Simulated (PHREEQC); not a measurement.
Make-up at 25 °C: 1 mol/kgw MgCl2, 2.5 mol/kgw FeCl2 and 5.1 mol/kgw NaCl. Closed to the air; pH follows from the charge balance.

The numbers come from PHREEQC with the Pitzer model, pitzer.dat.

```tsv
quantity	before	after
pH	3.18	1.11
MgOH+ (mol/kgw)	4.46e-6	1.01e-5
SI of Bischofite (MgCl2:6H2O)	-1.38	-0.53
SI of MgCl2_4H2O (MgCl2:4H2O)	-3.02	-1.14
```

Problem. Which change was made?
A) FeCl2 from 2.5 to 0.25 mol/kgw
B) 5.6 mol/kgw LiCl added
C) NaCl left out

Solution. B, 5.6 mol/kgw LiCl added

This is a speciation only: nothing precipitates in the calculation. Some of these states are supersaturated (in Halite, for instance). In brines, pH and single-ion activities rest on the MacInnes convention.
